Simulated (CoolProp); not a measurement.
Saturation properties of dimethyl carbonate.

Model: reference Helmholtz-energy equation of state, Zhou 2011, in CoolProp.

```
T (K)  p (MPa)  liquid density (kg/m³)  vapour density (kg/m³)
-----  -------  ----------------------  ----------------------
382     0.1779                   946.8                   5.275
396.5   0.2634                       …                   7.642
411     0.3778                   902.5                       …
425.5   0.5270                   879.1                   14.84
440.1   0.7189                   854.5                   20.12
454.6   0.9579                   828.8                   26.80
469.1    1.253                   801.4                       …
483.6    1.612                   771.8                   46.20
498.1    2.046                   739.1                   60.36
512.6    2.567                   701.7                   79.32
```

**Question.** What belongs in the gaps?

**Answer.** 
- 396.5, liquid density (kg/m³): 925.0
- 411, vapour density (kg/m³): 10.77
- 469.1, vapour density (kg/m³): 35.31

It boils at 363.3 K under 1 atm.
